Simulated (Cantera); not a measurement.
Charge: 1 mol NaI, 5.9 mol H2, equilibrated at 1825 K and 1.33 mbar.

Method: chemical equilibrium by Gibbs-energy minimisation in Cantera with the NASA 1993 tables (ideal gas, pure condensed phases). Candidate condensed phases: I2, Na, NaI; 9 gas species. Kinetics and transport are ignored.

Base state: H2 0.785, Na 0.0699, I 0.0677, NaI 0.0643, H 0.0107, HI 0.00216, NaH 1.51e-5 (mole fractions); condensed: gas only.

**Question.** What changes in the equilibrium state with this change: NaI replaced by FeCl3?

**Answer.** 
```
species      before     after
----------  -------  --------
H2            0.785     0.654
HCl               0     0.218
FeCl2             0    0.0849
Na           0.0699         0
I            0.0677         0
NaI          0.0643         0
Fe                0    0.0314
H            0.0107   0.00975
Cl                0   0.00248
HI          0.00216         0
FeCl              0  0.000169
Fe(l), mol        0     0.105
```
Further candidate phases: Fe, FeCl2, FeCl3.

**Question.** What changes in the equilibrium state with this change: temperature from 1825 K to 1175 K?

**Answer.** 
```tsv
species	before	after
H2	0.785	0.855
NaI	0.0643	0.144
Na	0.0699	0.000499
H	0.0107	3.10e-6
I	0.0677	0.000289
NaH	1.51e-5	6.17e-8
HI	0.00216	0.000210
```
Gases not in the tables: NaBr and NaI dimers.
